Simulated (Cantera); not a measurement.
Charge: 1 mol SiH₂Cl₂, 0.23 mol C₂H₂, 24 mol H₂, equilibrated at 1148.15 K and 640 Pa.

Cantera equilibrium calculation (NASA polynomials, part measured and part estimated; ideal gas, pure solids and liquids). Candidate condensed phases: C, C₆H₆, C₇H₈, C₈H₁₈, Si, SiC; 109 gas species. Mutual solubility and eutectic melting of coexisting phases are not modelled. The tables' values for SiCl₃ are old estimates; treat these amounts as uncertain. Rates play no part.

Base state: H₂ 0.941, HCl 0.0490, SiCl₂ 0.00561, SiCl₄ 0.00249, SiCl₃ 0.00112, SiHCl₃ 0.000959, SiH₂Cl₂ 4.63e-5 (mole fractions); condensed: Si(s) + SiC(s).

Q: What changes in the equilibrium state with this change: temperature from 1148.15 K to 1300 K?

A: 
```
species        before     after
-----------  --------  --------
H₂              0.941     0.934
HCl            0.0490    0.0561
SiCl₂         0.00561   0.00897
SiCl₄         0.00249  0.000141
H             8.71e-7   1.34e-5
SiHCl₃       0.000959  0.000107
SiH₂Cl₂       4.63e-5   1.15e-5
SiCl₃         0.00112  0.000462
Si(s), mol      0.273     0.286
SiC(s), mol     0.460     0.460
```
